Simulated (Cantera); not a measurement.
**Low-pressure radical oxidation in H2/O2**

An isothermal, constant-pressure homogeneous reactor starts with H2 : O2 : N2 = 0.13 : 1 : 1.6 (molar parts), at 1125 K and 2.78 Torr.

Computed with Cantera and GRI-Mech 3.0 (53 species, 325 reactions). Radical loss at walls, strong at low pressure, is not modelled. The temperature is held fixed by assumption; the heat of reaction is taken as removed at once.

| t (s) | x H2 | x O2 | x NO | x NO2 | x H |
|---|---|---|---|---|---|
| 0.000200 | 0.0476 | 0.366 | <1e-12 | <1e-12 | 1.73e-10 |
| 0.000649 | 0.0476 | 0.366 | <1e-12 | <1e-12 | 5.40e-10 |
| 0.00211 | 0.0476 | 0.366 | <1e-12 | <1e-12 | 3.26e-9 |
| 0.00684 | 0.0476 | 0.366 | <1e-12 | <1e-12 | 3.47e-7 |
| 0.0222 | 0.00666 | 0.341 | 6.46e-9 | <1e-12 | 0.0157 |
| 0.0721 | 0.00133 | 0.336 | 1.51e-7 | <1e-12 | 0.0128 |
| 0.234 | 0.00108 | 0.339 | 4.72e-7 | 2.54e-12 | 0.00882 |
| 0.759 | 0.000539 | 0.345 | 8.06e-7 | 7.71e-12 | 0.00286 |
| 2.46 | 0.000101 | 0.350 | 8.84e-7 | 3.45e-11 | 0.000222 |
| 8.00 | 1.02e-5 | 0.351 | 8.87e-7 | 1.61e-10 | 7.11e-6 |
x: mole fraction; the columns are a selection and need not sum to one.

Equilibrium at this temperature and pressure: H2 3.29e-9, O2 0.351, NO 0.000120, NO2 2.34e-7, H 4.21e-11 (gas phase only).
